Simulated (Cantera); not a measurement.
A closed system holds: 1 mol Si₂H₆, 0.091 mol Cl₂, 5.1 mol N₂, equilibrated at 375 Torr.

Method: chemical equilibrium by Gibbs-energy minimisation in Cantera with the NASA 1993 tables (ideal gas, pure condensed phases). Candidate condensed phases: NH₄Cl, Si, Si₃N₄; 28 gas species. The feed counts by its element totals alone. N₂ is the only nitrogen source here; it is nearly inert below about 1500 K, so the nitride shown seldom forms there in practice. The numbers say what is thermodynamically allowed, not how fast it happens.

Over these rows the condensed part is Si₃N₄(s). Partial pressures as log10 of bar:

| T (K) | 1000/T (1/K) | log p SiCl₂ | log p N₂ | log p H₂ | log p HCl |
|---|---|---|---|---|---|
| 1225 | 0.8163 | -7.13 | -0.56 | -0.67 | -1.88 |
| 1325 | 0.7547 | ? | -0.56 | -0.67 | -1.88 |
| 1425 | 0.7018 | -5.56 | -0.56 | -0.67 | -1.88 |
| 1525 | 0.6557 | -4.94 | -0.56 | -0.67 | -1.88 |
| 1625 | 0.6154 | -4.39 | -0.56 | -0.67 | -1.88 |
| 1725 | 0.5797 | -3.93 | -0.56 | -0.67 | -1.89 |

Fit log p(SiCl₂) = a + b·(1000/T) to the five rows, give the apparent enthalpy, and predict the row at 1325 K.

Means: 1000/T = 0.6738, log p = -5.190. Sxy = -0.456621, Sxx = 0.0336832, so b = -13.56 and a = -5.190 − (-13.56)×0.6738 = 3.95.
Apparent enthalpy: −19.145 × (-13.56) = 260 kJ/mol. With the condensed phases at unit activity, 1/3 Si₃N₄(s) + 2 HCl(g) = SiCl₂(g) + 2/3 N₂(g) + H₂(g) links this pressure to the main gases: over the six rows their terms move log p by -0.02 in all, so the slope is close to that reaction's ΔH°. The five rows lie within 0.02 of the line.
Prediction at 1325 K: 3.95 + (-13.56)×0.7547 = -6.28. The computed value is -6.28, 0.00 from the line.
